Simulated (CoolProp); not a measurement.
Computed with CoolProp (reference Helmholtz-energy equation of state, de Vries 1995).

Task: For R124, give the phase and the Z, Joule-Thomson coefficient (K/MPa), isothermal compressibility (1/MPa), viscosity (µPa s) at -48.95 °C and 5.22 MPa; -81.45 °C and 0.425 MPa.

Result: 
- -48.95 °C and 5.22 MPa: liquid; Z 0.240, Joule-Thomson coefficient -0.394, isothermal compressibility 0.00125, viscosity 729
- -81.45 °C and 0.425 MPa: liquid; Z 0.0218, Joule-Thomson coefficient -0.432, isothermal compressibility 0.000930, viscosity 1290

Viscosity comes from a separate model (Bell 2016), an estimate that may be off by 10 % or more.
